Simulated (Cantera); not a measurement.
Mixture: CH4 : C2H6 : C3H8 : O2 : N2 = 1 : 0.23 : 0.37 : 6.05 : 30.2 (molar parts), equivalence ratio 0.77, at 20.7 atm, adiabatic and at constant pressure. Ignition delay is the time to a rise of 400 K.

Model: GRI-Mech 3.0 (53 species, 325 reactions), integrated in Cantera. GRI-Mech 3.0 was tuned for natural gas; its chemistry of propane as a main component is partial and can be far from experiment. The pressure lies above the range GRI-Mech 3.0 was tuned for (to about 10 atm).

Question: What does this change do: pressure from 20.7 atm to 0.987 atm?

Answer: 
```tsv
quantity	before	after
delay at 1273 K	0.191 ms	1.27 ms
delay at 1373 K	60.9 µs	0.371 ms
delay at 1473 K	22.3 µs	0.139 ms
delay at 1573 K	9.45 µs	64.1 µs
apparent activation energy between 1523 and 1623 K	160 kJ/mol	140 kJ/mol
```

Question: What does this change do: pressure from 20.7 atm to 6.61 atm?

Answer: 
| quantity | before | after |
|---|---|---|
| delay at 1273 K | 0.191 ms | 0.404 ms |
| delay at 1373 K | 60.9 µs | 0.122 ms |
| delay at 1473 K | 22.3 µs | 43.9 µs |
| delay at 1573 K | 9.45 µs | 18.7 µs |
| apparent activation energy between 1523 and 1623 K | 160 kJ/mol | 160 kJ/mol |

Question: What does this change do: 3.1 parts H2O added?

Answer: 
```csv
quantity,before,after
delay at 1273 K,0.191 ms,0.198 ms
delay at 1373 K,60.9 µs,63.3 µs
delay at 1473 K,22.3 µs,23.4 µs
delay at 1573 K,9.45 µs,9.95 µs
apparent activation energy between 1523 and 1623 K,160 kJ/mol,160 kJ/mol
```
